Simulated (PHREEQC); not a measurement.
0.043 g of hydrous ferric oxide (600 m²/g; 0.2 weak and 0.005 strong sites per Fe, Dzombak-Morel constants, diffuse double layer) in 1 kg of water with 0.005 mol/kgw of an inert sodium salt and 9.2e-05 mol/kgw Na2SeO4, at 25 °C; the pH is set by adding NaOH or the inert anion's acid. Oxygen is held at 0.21 atm. No CO2 enters from the air. Precipitation was switched off in this run.

Base run: PHREEQC, ion-association model, wateq4f.dat. Each further column changes one thing. The table gives surface charge σ (C/m²).

```tsv
pH	base	background salt from 0.005 to 0.0005 mol/kgw	oxide from 0.043 to 0.21 g/kgw
3	0.045	0.024	0.194
3.67	0.040	0.017	0.142
4.33	0.037	0.014	0.091
5.67	0.024	0.009	0.031
6.33	0.018	0.007	0.019
7	0.011	0.004	0.011
7.67	0.004	0.002	0.004
8.33	-0.002	-0.001	-0.002
9.67	-0.022	-0.009	-0.022
10.33	-0.043	-0.021	-0.043
11	-0.082	-0.052	-0.082
```

The oxide is taken as insoluble; below pH 4 it would dissolve.
